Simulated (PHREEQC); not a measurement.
Make-up at 25 °C: 0.39 mol Na2SO4 and 1.9 mol NaCl per kg of water. It is in equilibrium with CO2 at log p = 0 (atm). Otherwise closed; pH follows from the charge balance.

Computed with PHREEQC (Pitzer model, pitzer.dat).

```tsv
quantity	before	after
pH	3.93	3.69
HCO3- (mol/kgw)	0.000327	0.000156
CO3-2 (mol/kgw)	1.46e-9	3.81e-10
```

Q: Name the change that produced these shifts.
A. temperature from 25 to 65 °C
B. diluted 10-fold with water
C. NaCl left out
D. Na2SO4 from 0.39 to 0.351 mol/kgw
E. Na2SO4 left out

A: E, Na2SO4 left out

This is a speciation only: nothing precipitates in the calculation. In brines, pH and single-ion activities rest on the MacInnes convention.
